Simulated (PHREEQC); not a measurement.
A solution holds 22 mmol/kgw KCl, 0.087 mmol/kgw Na2B4O7 and 160 mmol/kgw MgCl2, at 5 °C. Closed to the air; pH follows from the charge balance.

The numbers come from PHREEQC with the ion-association model, phreeqc.dat.

| quantity | before | after |
|---|---|---|
| pH | 9.03 | 7.88 |
| ionic strength (mol/kgw) | 0.502 | 0.502 |
| SI of Sylvite (KCl) | -3.28 | -3.53 |

Which change was made?
A) temperature from 5 to 50 °C
B) temperature from 5 to 45 °C
C) Na2B4O7 replaced by NaCl at the same molality
D) temperature from 5 to 30 °C
E) diluted 5-fold with water

A, temperature from 5 to 50 °C

No solid was allowed to form. At this temperature some constants are extrapolated from 25 °C, and those without enthalpy data are left unchanged.
